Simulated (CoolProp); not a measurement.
Vapour-liquid equilibrium of CHF3 (R23) (1) + R125 (2) at -11.65 °C; x and y are mole fractions of (1).

Computed with CoolProp (multi-fluid Helmholtz-energy mixture model, Penoncello 2003 and Lemmon 2005; pair parameters Bell 2016).

Task: Give the bubble pressure and the first vapour's composition at x = 0.425, 0.5, 0.8. Is there an azeotrope?

Result: x = 0.425: 0.9737 MPa, y = 0.688; x = 0.5: 1.073 MPa, y = 0.746; x = 0.8: 1.491 MPa, y = 0.916. No azeotrope shows between x = 0.05 and 0.95.

Pair parameters are fitted to limited data, so mixtures are less certain than the pure fluids.
